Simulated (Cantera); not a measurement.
A closed system holds: 1 mol Si2H6, 0.3 mol NO, held at 7.40 Pa.

Cantera equilibrium calculation (NASA polynomials, part measured and part estimated; ideal gas, pure solids and liquids). Candidate condensed phases: H2O, Si, SiO2, Si2N2O, Si3N4; 35 gas species. The feed counts by its element totals alone. Mutual solubility and eutectic melting of coexisting phases are not modelled. The tables' values for SiN are old estimates; treat these amounts as uncertain. Gases not in the tables: Si2H6 and higher silanes. The numbers say what is thermodynamically allowed, not how fast it happens.

log p: log10 of the partial pressure in bar; n: condensed amount in mol.

```json
[
 {"T (K)": "1373", "log p H2": "-4.15", "log p H": "-7.55", "log p Si": "-9.41", "log p SiO": "-5.45", "log p N2": "-7.59", "n Si(s)": "1.55", "n Si2N2O(s)": "0.149", "n Si(l)": "0"},
 {"T (K)": "1473", "log p H2": "-4.18", "log p H": "-6.99", "log p Si": "-8.26", "log p SiO": "-5.26", "log p N2": "-5.65", "n Si(s)": "1.65", "n Si2N2O(s)": "0.0496", "n Si(l)": "0"},
 {"T (K)": "1573", "log p H2": "-4.19", "log p H": "…", "log p Si": "…", "log p SiO": "-5.19", "log p N2": "-5.49", "n Si(s)": "1.70", "n Si2N2O(s)": "0", "n Si(l)": "0"},
 {"T (K)": "1673", "log p H2": "-4.20", "log p H": "-6.04", "log p Si": "-6.38", "log p SiO": "-5.20", "log p N2": "-5.50", "n Si(s)": "1.68", "n Si2N2O(s)": "0", "n Si(l)": "0"},
 {"T (K)": "1773", "log p H2": "-4.22", "log p H": "…", "log p Si": "…", "log p SiO": "-5.21", "log p N2": "-5.51", "n Si(s)": "0", "n Si2N2O(s)": "0", "n Si(l)": "…"},
 {"T (K)": "1873", "log p H2": "-4.28", "log p H": "-5.33", "log p Si": "-5.05", "log p SiO": "-5.26", "log p N2": "-5.57", "n Si(s)": "0", "n Si2N2O(s)": "0", "n Si(l)": "1.20"},
 {"T (K)": "1973", "log p H2": "-4.43", "log p H": "-5.09", "log p Si": "-4.64", "log p SiO": "-5.39", "log p N2": "-5.69", "n Si(s)": "0", "n Si2N2O(s)": "0", "n Si(l)": "0"},
 {"T (K)": "2073", "log p H2": "-4.50", "log p H": "-4.83", "log p Si": "-4.66", "log p SiO": "-5.41", "log p N2": "-5.71", "n Si(s)": "0", "n Si2N2O(s)": "0", "n Si(l)": "0"},
 {"T (K)": "2173", "log p H2": "-4.61", "log p H": "-4.62", "log p Si": "-4.69", "log p SiO": "-5.44", "log p N2": "-5.74", "n Si(s)": "0", "n Si2N2O(s)": "0", "n Si(l)": "0"}
]
```

Q: Some entries are withheld; supply them.

A: 
- 1573, log p H: -6.49
- 1573, log p Si: -7.26
- 1773, log p H: -5.66
- 1773, log p Si: -5.67
- 1773, n Si(l): 1.59
